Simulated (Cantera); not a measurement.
Charge: 1 mol PbS, 280 mol H2, 100 mol N2, equilibrated at 0.550 bar.

Cantera equilibrium calculation (NASA polynomials, part measured and part estimated; ideal gas, pure solids and liquids). Candidate condensed phases: Pb, PbS, S; 18 gas species. The numbers say what is thermodynamically allowed, not how fast it happens.

What share of the Pb ends up in condensed phases as a function of T (K), at 725, 875, 1025, 1175, 1325, 1475, 1625?


```json
[
 {"T (K)": "725", "Pb condensed (%)": "100.0", "as": "Pb(l) + PbS(s)"},
 {"T (K)": "875", "Pb condensed (%)": "99.9", "as": "Pb(l)"},
 {"T (K)": "1025", "Pb condensed (%)": "96.2", "as": "Pb(l)"},
 {"T (K)": "1175", "Pb condensed (%)": "55.5", "as": "Pb(l)"},
 {"T (K)": "1325", "Pb condensed (%)": "0.0", "as": "-"},
 {"T (K)": "1475", "Pb condensed (%)": "0.0", "as": "-"},
 {"T (K)": "1625", "Pb condensed (%)": "0.0", "as": "-"}
]
```
